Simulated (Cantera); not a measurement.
## Ignition delay

Mixture: CH4 : C2H6 : C3H8 : O2 : N2 : CO2 = 1 : 0.22 : 0.12 : 2.59 : 9.75 : 0.026 (molar parts), at 1.00 bar, adiabatic and at constant volume. Ignition delay is the time to a rise of 400 K.

Model: GRI-Mech 3.0 (53 species, 325 reactions), integrated in Cantera.

```json
[
 {"T0 (K)": "1200", "delay (ms)": "2.59"},
 {"T0 (K)": "1300", "delay (ms)": "0.739"},
 {"T0 (K)": "1400", "delay (ms)": "0.257"},
 {"T0 (K)": "1500", "delay (ms)": "0.106"},
 {"T0 (K)": "1600", "delay (ms)": "0.0518"},
 {"T0 (K)": "1700", "delay (ms)": "0.0287"},
 {"T0 (K)": "1800", "delay (ms)": "0.0177"},
 {"T0 (K)": "1900", "delay (ms)": "0.0119"},
 {"T0 (K)": "2000", "delay (ms)": "0.00849"}
]
```

The apparent activation energy between 1800 and 2000 K comes out as 110 kJ/mol.
